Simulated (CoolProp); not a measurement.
Vapour-liquid equilibrium of propylene (1) + n-hexane (2) at 12.5 kPa; x and y are mole fractions of (1).

The numbers come from the multi-fluid Helmholtz-energy mixture model, Lemmon 2013 and Thol 2019; pair parameters Bell 2016 in CoolProp.

```
x     bubble temperature (°C)  y at the bubble point  dew temperature at overall composition x (°C)  liquid density (mol/L)
----  -----------------------  ---------------------  ---------------------------------------------  ----------------------
0.05                    -42.2                  0.970                                           13.4                   8.474
0.2                     -64.3                  0.996                                            9.8              (withheld)
0.35                    -70.3                  0.998                                     (withheld)                   10.21
0.5                     -74.4                  0.999                                            0.7                   11.15
0.65                    -78.2                  1.000                                     (withheld)                   12.25
0.8                     -81.5                  1.000                                          -15.3                   13.52
0.95                    -84.2                  1.000                                          -35.5                   15.01
```

Q: Some entries are withheld; supply them.

A: 
- 0.2, liquid density (mol/L): 9.369
- 0.35, dew temperature at overall composition x (°C): 5.7
- 0.65, dew temperature at overall composition x (°C): -5.8

No azeotrope shows between x = 0.05 and 0.95.

Pair parameters are fitted to limited data, so mixtures are less certain than the pure fluids. The gap from Raoult's law changes sign with composition, which may be real or a fault of the pair parameters; it wasn't checked against measurements. With so large a gap from Raoult's law the liquid may split in two, which this calculation doesn't test in full.
